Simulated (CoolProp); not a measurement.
A simple Rankine cycle with sulfur dioxide: condensing at 319.15 K, boiler at 3.55 MPa, turbine inlet 425.3 K, turbine efficiency 0.7, pump efficiency 0.6, no recuperator. Each further row changes one setting.

Values from CoolProp's reference Helmholtz-energy equation of state, Gao 2016.

```
case                             thermal efficiency (%)  net work (kJ/kg)  heat in (kJ/kg)  turbine exit temperature (K)  volume ratio over the turbine
-------------------------------  ----------------------  ----------------  ---------------  ----------------------------  -----------------------------
as stated                                          10.4              39.6              380                             ?                           4.04
turbine inlet 445.3 K                              10.8              43.2              399                             ?                           4.02
condensing temperature 311.15 K                    11.6              45.3              391                         314.8                           4.98
boiler pressure 2.48 MPa                            8.7              34.3                ?                         352.0                           2.90
turbine efficiency 0.6                              8.8              33.4              380                         334.7                           4.18
```

Q: Some entries are withheld; supply them.

A: 
- as stated, turbine exit temperature (K): 326.9
- turbine inlet 445.3 K, turbine exit temperature (K): 346.8
- boiler pressure 2.48 MPa, heat in (kJ/kg): 394
